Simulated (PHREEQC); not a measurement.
Dissolve 0.0022 mol HF and 0.00014 mol NaF per kg of water at 25 °C. Closed to the air; pH follows from the charge balance.

The numbers come from PHREEQC with the ion-association model, wateq4f.dat.

Each row changes one thing in this solution. Precipitation was switched off in this run.

| case | pH | ionic strength (mol/kgw) | HF (mol/kgw) | F- (mol/kgw) | HF2- (mol/kgw) | H2F2 (mol/kgw) |
|---|---|---|---|---|---|---|
| as made | 3.06 | 0.00104 | 0.00129 | 0.00103 | 5.10e-6 | 4.34e-6 |
| HF replaced by NaBF4 at the same molality | 3.09 | 0.00321 | 0.00219 | 0.00189 | 1.59e-5 | 1.25e-5 |
| 0.001 mol/kgw H3PO4 added | 2.85 | 0.00161 | 0.00155 | 0.000768 | 4.57e-6 | 6.26e-6 |
| HF replaced by KHF2 at the same molality | 3.36 | 0.00280 | 0.00171 | 0.00278 | 1.82e-5 | 7.61e-6 |
| temperature from 25 to 40 °C | 3.11 | 0.000942 | 0.00139 | 0.000936 | 5.45e-6 | 2.88e-6 |
| 2.5e-05 mol/kgw KI added | 3.06 | 0.00106 | 0.00129 | 0.00103 | 5.11e-6 | 4.34e-6 |

Complexes and solids missing from the database can't appear. Away from 25 °C the constants follow the database's enthalpies or fits; those with neither stay at their 25 °C values.
